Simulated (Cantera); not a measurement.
Input: 1 mol CH2F2, 0.068 mol H2, at 2248.15 K and 2.80 Pa.

Method: chemical equilibrium by Gibbs-energy minimisation in Cantera with the NASA 1993 tables (ideal gas, pure condensed phases). Candidate condensed phases: C, C6H6, C7H8, C8H18; 95 gas species. Kinetics and transport are ignored.

Base state: HF 0.895, H 0.0785, F 0.0222, H2 0.00319, CF 0.000304, C3 0.000224, C 0.000126, C2 1.97e-5 (mole fractions); condensed: C(graphite).

**Question.** What changes in the equilibrium state with this change: pressure from 2.80 Pa to 133 Pa?

**Answer.** 
| species | before | after |
|---|---|---|
| HF | 0.895 | 0.952 |
| H | 0.0785 | 0.0278 |
| H2 | 0.00319 | 0.0191 |
| F | 0.0222 | 0.00140 |
| C | 0.000126 | 2.65e-6 |
| C3 | 0.000224 | 4.70e-6 |
| C(graphite), mol | 0.997 | 1.000 |
